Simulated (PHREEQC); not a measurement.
Solution (63 °C): 0.0017 mol HF and 0.027 mol Na2HPO4 per kg of water. Closed to the air; pH follows from the charge balance.

Model: ion-association model, wateq4f.dat, run in PHREEQC.

Each row changes one thing in this solution. Precipitation was switched off in this run.

| case | pH | ionic strength (mol/kgw) | NaF (mol/kgw) | HF (mol/kgw) |
|---|---|---|---|---|
| as made | 7.96 | 0.0774 | 3.01e-5 | 4.30e-8 |
| HF from 0.0017 to 0.00085 mol/kgw | 8.26 | 0.0782 | 1.50e-5 | 1.08e-8 |
| Na2HPO4 replaced by NaAlO2 at the same molality | 7.12 | 0.0271 | 7.74e-6 | 1.38e-7 |
| Na2HPO4 replaced by Na2SeO3 at the same molality | 9.28 | 0.0790 | 3.05e-5 | 2.05e-9 |
| Na2HPO4 from 0.027 to 0.135 mol/kgw | 8.41 | 0.377 | 9.64e-5 | 1.13e-8 |
| HF from 0.0017 to 0.00034 mol/kgw | 8.59 | 0.0786 | 6.00e-6 | 2.02e-9 |

Complexes and solids missing from the database can't appear. Some of these states are supersaturated (in Al(OH)3(a), Boehmite (slow to form), for instance). H3PO4, which wateq4f.dat lacks, is added to it with the constant of phreeqc.dat. At this temperature some constants are extrapolated from 25 °C, and those without enthalpy data are left unchanged.
